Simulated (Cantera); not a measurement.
Input: 1 mol Si2H6, 0.89 mol Cl2, 3.8 mol H2, held at 0.330 bar.

Equilibrium computed with Cantera from the NASA thermochemical tables; the gas is ideal and each condensed phase is pure. Candidate condensed phases: Si; 19 gas species. The feed counts by its element totals alone. The tables' values for SiCl3 are old estimates; treat these amounts as uncertain. Kinetics and transport are ignored. All values below are at 1123 K.

Base state: H2 0.909, SiCl4 0.0361, HCl 0.0298, SiHCl3 0.0189, SiCl3 0.00245, SiCl2 0.00206, SiH2Cl2 0.00121, SiH3Cl 2.08e-5 (mole fractions); condensed: Si(s).

What changes in the equilibrium state with this change: Cl2 from 0.89 to 0.0056 mol?


| species | before | after |
|---|---|---|
| H2 | 0.909 | 0.998 |
| HCl | 0.0298 | 0.00162 |
| SiCl2 | 0.00206 | 5.53e-6 |
| SiCl4 | 0.0361 | 2.59e-7 |
| SiHCl3 | 0.0189 | 2.75e-6 |
| SiCl3 | 0.00245 | 3.40e-7 |
| SiH2Cl2 | 0.00121 | 3.57e-6 |
| SiH3Cl | 2.08e-5 | 1.24e-6 |
| Si(s), mol | 1.56 | 2.00 |
